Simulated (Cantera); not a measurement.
An isothermal, constant-pressure homogeneous reactor starts with 0.308 % CH2O, 0.259 % O2, 99.4 % N2, equivalence ratio 1.2, at 1600 K and 500000 Pa.

Detailed kinetics in Cantera: GRI-Mech 3.0 (53 species, 325 reactions).

One state of this run: x CH2O = 7.65e-11; x O2 = 0.000821; x H2O = 0.00221; x C2H4 = <1e-12; x N2O = 3.62e-7; x NO2 = 7.27e-10. x: mole fraction; the columns are a selection and need not sum to one.

Problem. Which value of t (s) does it belong to?
A. 9.00e-5
B. 0.0426
C. 0.00196
D. 0.000194

Solution. D, 0.000194
